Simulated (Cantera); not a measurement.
Input (Python, Cantera) and output of one run.

```python
import numpy as np
import cantera as ct

gas_names = """
    H HO2 H2 H2O H2O2 H2S H2SO4 O OH O2 O3 S SH SO SO2 SO3 S2 S2O S8
""".split()
cond_names = """
    H2O(s) H2O(L) H2SO4(L) S(cr1) S(cr2) S(L)
""".split()


# ... load() reads the species with a 1 bar reference pressure and builds the phases ...
atoms = {
    'H2S': {'H': 2, 'S': 1},
    'H2O': {'H': 2, 'O': 1},
    'H2': {'H': 2},
}
top_T = {}  # K; cautious upper limits of use, not melting points


# ... equilibrate(T, P, feed) seeds the gas with the atoms and calls Mixture.equilibrate('TP', solver="vcs", rtol=1e-11, max_steps=5000) ...
results = []
feed = {'H2S': 1, 'H2O': 0.12, 'H2': 17}  # mol
P = 29  # Pa
for T in [973, 1048, 1123, 1198, 1273, 1348, 1423, 1498, 1573, 1648, 1723]:
    mix = equilibrate(T, P, feed)
    results.append((T, P, feed, dict(zip(mix.species_names, mix.species_moles))))

top = {s: max(r[3][s] / sum(r[3][g] for g in gas_names) for r in results) for s in gas_names}
cols = sorted((s for s in top if top[s] > 1e-06), key=lambda s: -top[s])[:9]
seen = [c for c in cond_names if any(r[3].get(c, 0) > 1e-12 for r in results)]
print("log10 of partial pressures in bar; condensed amounts in mol")
print(f"{'T/K':>10s}" + "".join(f"{s[:9]:>10s}" for s in cols + seen))
for T, P, feed, n in results:
    ng = sum(n[g] for g in gas_names)
    print(f"{T:10.4g}" + "".join(f"{np.log10(max(n[s] / ng * P / 1e5, 1e-99)):10.3f}" for s in cols)
          + "".join(f"{n.get(c, 0):10.4g}" for c in seen))
```

Result:

```
log10 of partial pressures in bar; condensed amounts in mol
       T/K        H2       H2S        S2         H       H2O        SH         S        SO        OH
       973    -3.565    -4.801    -6.999   -10.749    -5.717    -8.477   -11.973   -12.628   -15.649
      1048    -3.565    -4.822    -6.350    -9.894    -5.717    -7.865   -10.818   -11.579   -14.549
      1123    -3.563    -4.880    -5.869    -9.152    -5.719    -7.376    -9.858   -10.713   -13.596
      1198    -3.561    -4.988    -5.564    -8.501    -5.721    -7.005    -9.075   -10.012   -12.764
      1273    -3.558    -5.130    -5.389    -7.926    -5.723    -6.725    -8.431    -9.442   -12.029
      1348    -3.557    -5.287    -5.292    -7.414    -5.725    -6.506    -7.888    -8.963   -11.375
      1423    -3.556    -5.444    -5.238    -6.956    -5.727    -6.327    -7.418    -8.550   -10.790
      1498    -3.555    -5.596    -5.210    -6.543    -5.728    -6.177    -7.006    -8.187   -10.263
      1573    -3.556    -5.741    -5.199    -6.169    -5.731    -6.048    -6.639    -7.867    -9.787
      1648    -3.557    -5.881    -5.202    -5.829    -5.735    -5.938    -6.312    -7.582    -9.355
      1723    -3.560    -6.017    -5.218    -5.519    -5.743    -5.845    -6.020    -7.331    -8.963
```

These are equilibrium values from Cantera (NASA tables, ideal gas, pure condensed phases), not measurements of a reactor. Gases not in the tables: S3 to S7.
